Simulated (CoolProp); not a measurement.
Vapour-liquid equilibrium of toluene (1) + n-nonane (2) at 429 kPa; x and y are mole fractions of (1).

The numbers come from the multi-fluid Helmholtz-energy mixture model, Lemmon 2006 and Lemmon 2006; pair parameters Bell 2016 in CoolProp.

```json
[
 {"x": "0.05", "bubble temperature, mixture model (°C)": "[?]", "bubble temperature, Raoult's law (°C)": "211.9", "y, mixture model": "0.105", "y, Raoult's law": "0.107"},
 {"x": "0.15", "bubble temperature, mixture model (°C)": "204.4", "bubble temperature, Raoult's law (°C)": "205.8", "y, mixture model": "[?]", "y, Raoult's law": "0.291"},
 {"x": "0.25", "bubble temperature, mixture model (°C)": "198.2", "bubble temperature, Raoult's law (°C)": "200.3", "y, mixture model": "[?]", "y, Raoult's law": "0.440"},
 {"x": "0.35", "bubble temperature, mixture model (°C)": "[?]", "bubble temperature, Raoult's law (°C)": "195.3", "y, mixture model": "0.550", "y, Raoult's law": "0.562"},
 {"x": "0.45", "bubble temperature, mixture model (°C)": "188.1", "bubble temperature, Raoult's law (°C)": "190.7", "y, mixture model": "0.646", "y, Raoult's law": "0.664"},
 {"x": "0.55", "bubble temperature, mixture model (°C)": "[?]", "bubble temperature, Raoult's law (°C)": "186.4", "y, mixture model": "0.726", "y, Raoult's law": "0.750"},
 {"x": "0.65", "bubble temperature, mixture model (°C)": "180.5", "bubble temperature, Raoult's law (°C)": "182.4", "y, mixture model": "0.796", "y, Raoult's law": "0.822"},
 {"x": "0.75", "bubble temperature, mixture model (°C)": "[?]", "bubble temperature, Raoult's law (°C)": "178.8", "y, mixture model": "0.858", "y, Raoult's law": "0.883"},
 {"x": "0.85", "bubble temperature, mixture model (°C)": "[?]", "bubble temperature, Raoult's law (°C)": "175.3", "y, mixture model": "0.916", "y, Raoult's law": "0.935"},
 {"x": "0.95", "bubble temperature, mixture model (°C)": "171.9", "bubble temperature, Raoult's law (°C)": "172.1", "y, mixture model": "[?]", "y, Raoult's law": "0.980"}
]
```

Some entries are withheld; supply them.


- 0.05, bubble temperature, mixture model (°C): 211.4
- 0.15, y, mixture model: 0.286
- 0.25, y, mixture model: 0.432
- 0.35, bubble temperature, mixture model (°C): 192.8
- 0.55, bubble temperature, mixture model (°C): 184.1
- 0.75, bubble temperature, mixture model (°C): 177.4
- 0.85, bubble temperature, mixture model (°C): 174.5
- 0.95, y, mixture model: 0.972

The largest gap from Raoult's law is -2.6 K in bubble temperature, at x = 0.45. No azeotrope shows between x = 0.05 and 0.95.

The pair parameters rest on a limited set of measurements; away from them the model extrapolates.
